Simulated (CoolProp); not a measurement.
Vapour-liquid equilibrium of cyclohexane (1) + toluene (2) at 1.22 MPa; x and y are mole fractions of (1).

Computed with CoolProp (multi-fluid Helmholtz-energy mixture model, Zhou 2014 and Lemmon 2006; pair parameters Bell 2016).

```tsv
x	bubble temperature, mixture model (K)	bubble temperature, Raoult's law (K)	y, mixture model	y, Raoult's law
0.05	499.4	500.1	0.081	0.083
0.2	491.8	493.8	0.290	0.302
0.35	485.4	487.9	0.462	0.485
0.5	480.0	482.5	0.606	0.638
0.65	475.4	477.5	0.733	0.768
0.8	471.4	472.8	0.849	0.878
0.95	468.1	468.4	0.962	0.972
```

The largest gap from Raoult's law is -2.5 K in bubble temperature, at x = 0.5. No azeotrope shows between x = 0.05 and 0.95.

Pair parameters are fitted to limited data, so mixtures are less certain than the pure fluids.
